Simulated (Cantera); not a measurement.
A closed system holds: 1 mol borazine, 0.23 mol O2, held at 1798 K and 0.0100 bar.

Cantera equilibrium calculation (NASA polynomials, part measured and part estimated; ideal gas, pure solids and liquids). Candidate condensed phases: B, BN, B2O3, B3O3H3, H2O; 39 gas species. The feed counts by its element totals alone. Rates play no part.

Base state: H2 0.841, HBO 0.0612, N2 0.0606, B2O2 0.0170, B2O3 0.00875, BO 0.00420, HBO2 0.00417, H 0.00323 (mole fractions); condensed: BN(s).

Q: What changes in the equilibrium state with this change: O2 from 0.23 to 0.82 mol?

A: 
```tsv
species	before	after
H2	0.841	0.638
N2	0.0606	0.153
HBO	0.0612	0.0850
B2O3	0.00875	0.0564
HBO2	0.00417	0.0147
B2O2	0.0170	0.0432
H2O	0.000146	0.000280
BO	0.00420	0.00669
H	0.00323	0.00281
BN(s), mol	2.58	1.67
```
